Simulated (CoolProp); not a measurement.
The fluid at 293.15 K and 0.00859 MPa expands adiabatically to 0.00126 MPa with isentropic efficiency 1. The same conditions are run with several fluids, on thermodynamics alone (safety and materials aside).

Model: reference Helmholtz-energy equation of state of each fluid (methanol: de Reuck 1993; C2F6 (R116): Lemmon 2006; R1336mzz(E): Akasaka 2023; C3F8 (R218): Lemmon 2006; R236FA: Pan 2012), in CoolProp.

| fluid | work (kJ/kg) | final temperature (K) | final phase | final density (kg/m³) |
|---|---|---|---|---|
| methanol | 130 | 255.9 | two-phase, vapour fraction 0.935 | 0.0205 |
| C2F6 (R116) | ? | 250.0 | gas | 0.0837 |
| R1336mzz(E) | 26.8 | 258.9 | gas | 0.0961 |
| C3F8 (R218) | 23.5 | ? | gas | ? |
| R236FA | ? | 256.2 | gas | ? |

Question: Fill in the missing entries.

Answer: 
- C2F6 (R116), work (kJ/kg): 31.4
- C3F8 (R218), final temperature (K): 261.8
- C3F8 (R218), final density (kg/m³): 0.109
- R236FA, work (kJ/kg): 28.8
- R236FA, final density (kg/m³): 0.0900
